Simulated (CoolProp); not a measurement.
Vapour-liquid equilibrium of R152A (1) + n-butane (2) at 276.4 K; x and y are mole fractions of (1).

Model: multi-fluid Helmholtz-energy mixture model, Outcalt 1996 and Bücker 2006; pair parameters Bell 2016, in CoolProp.

### Question
Give the bubble pressure and the first vapour's composition at x = 0.725, 0.8, 0.95. Is there an azeotrope?

### Answer
x = 0.725: 311.1 kPa, y = 0.769; x = 0.8: 312.7 kPa, y = 0.805; x = 0.95: 305.0 kPa, y = 0.928. y crosses x between x = 0.8 and 0.875: the model has an azeotrope there.

The pair parameters rest on a limited set of measurements; away from them the model extrapolates. With so large a gap from Raoult's law the liquid may split in two, which this calculation doesn't test in full.
